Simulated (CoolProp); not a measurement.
Computed with CoolProp (reference Helmholtz-energy equation of state, Guder 2009).

### Question
Give the vapour pressure (MPa), vapour density (kg/m³), liquid cp (kJ/(kg K)), vapour viscosity (µPa s) of saturated sulfur hexafluoride at 281.4, 298, 303.6 K.

### Answer
```json
[
 {"T (K)": "281.4", "p (MPa)": "1.56", "vapour density (kg/m³)": "134", "liquid cp (kJ/(kg K))": "1.10", "vapour viscosity (µPa s)": "15.6"},
 {"T (K)": "298", "p (MPa)": "2.36", "vapour density (kg/m³)": "223", "liquid cp (kJ/(kg K))": "1.33", "vapour viscosity (µPa s)": "17.8"},
 {"T (K)": "303.6", "p (MPa)": "2.68", "vapour density (kg/m³)": "270", "liquid cp (kJ/(kg K))": "1.50", "vapour viscosity (µPa s)": "19.0"}
]
```

Viscosity comes from a separate model (Quiñones-Cisneros 2012).
